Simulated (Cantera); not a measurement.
A Cantera script and what it prints.

```python
import numpy as np
import cantera as ct

gas_names = """
    CL CL2 Fe FeCL FeCL2 FeCL3 Fe2CL4 Fe2CL6 H HCL H2
""".split()
cond_names = """
    Fe(a) Fe(c) Fe(d) Fe(L) FeCL2(s) FeCL2(L) FeCL3(s) FeCL3(L)
""".split()


# ... load() reads the species with a 1 bar reference pressure and builds the phases ...
atoms = {
    'FeCl3': {'Fe': 1, 'CL': 3},
    'H2': {'H': 2},
}
top_T = {}  # K; cautious upper limits of use, not melting points


# ... equilibrate(T, P, feed) seeds the gas with the atoms and calls Mixture.equilibrate('TP', solver="vcs", rtol=1e-11, max_steps=5000) ...
results = []
feed = {'FeCl3': 1, 'H2': 0.76}  # mol
T = 725  # K
P = 100000  # Pa
mix = equilibrate(T, P, feed)
results.append((T, P, feed, dict(zip(mix.species_names, mix.species_moles))))
x = sorted(zip(gas.X, gas.species_names), reverse=True)
print(f"T = {T:g} K  P = {P:g} Pa  gas = {mix.phase_moles(0):.4g} mol")
print("   x: " + "  ".join(f"{s} {v:.3e}" for v, s in x if v > 1e-06))
print("   condensed (mol): " + ("  ".join(f"{mix.phase(i).name} {mix.phase_moles(i):.4g}"
      for i in range(1, mix.n_phases) if mix.phase_moles(i) > 1e-12) or "none"))
```

It prints:

```
T = 725 K  P = 100000 Pa  gas = 1.26 mol
   x: HCL 7.936e-01  H2 2.063e-01  FeCL2 4.823e-06
   condensed (mol): FeCL2(s) 1
```

Cantera equilibrium calculation (NASA polynomials, part measured and part estimated; ideal gas, pure solids and liquids).
